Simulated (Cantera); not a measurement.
Stirred combustor or abatement burner

A perfectly stirred reactor is fed with 14.2 % H2, 8.38 % O2, 77.4 % N2, equivalence ratio 0.85, at 1.01 bar; it is adiabatic with a 375 K inlet, and is followed from long to short residence time, starting on the burning branch (τ in s: 0.023, 0.011, 0.0055, 0.0027, 0.0013, 0.00063, 0.00031, 0.00015, 7.2e-05, 3.5e-05, 1.7e-05, 8.3e-06, 4e-06).

Computed with Cantera and the H2/O2 subset of GRI-Mech 3.0, which has no nitrogen chemistry.

```tsv
τ (s)	T (K)	x H2	x O2	x O	x H2O	x H2O2	x HO2	x H
0.023	1467	0.00143	0.0142	0.000215	0.151	5.19e-7	5.67e-6	0.000299
0.011	1457	0.00222	0.0145	0.000342	0.149	7.10e-7	7.10e-6	0.000591
0.0055	1442	0.00330	0.0150	0.000519	0.148	9.53e-7	8.51e-6	0.00109
0.0027	1420	0.00485	0.0158	0.000774	0.146	1.29e-6	1.01e-5	0.00197
0.0013	1387	0.00707	0.0170	0.00112	0.142	1.75e-6	1.20e-5	0.00343
0.00063	1341	0.0102	0.0189	0.00151	0.137	2.31e-6	1.47e-5	0.00558
0.00031	1276	0.0155	0.0220	0.00182	0.130	2.82e-6	1.90e-5	0.00814
0.00015	1141	0.0346	0.0318	0.00137	0.110	2.88e-6	3.29e-5	0.00837
7.2e-5	375	0.142	0.0838	<1e-12	<1e-12	<1e-12	<1e-12	<1e-12
3.5e-5	375	0.142	0.0838	<1e-12	<1e-12	<1e-12	<1e-12	<1e-12
1.7e-5	375	0.142	0.0838	<1e-12	<1e-12	<1e-12	<1e-12	<1e-12
8.3e-6	375	0.142	0.0838	<1e-12	<1e-12	<1e-12	<1e-12	<1e-12
4.0e-6	375	0.142	0.0838	<1e-12	<1e-12	<1e-12	<1e-12	<1e-12
```
x: mole fraction; the columns are a selection and need not sum to one.
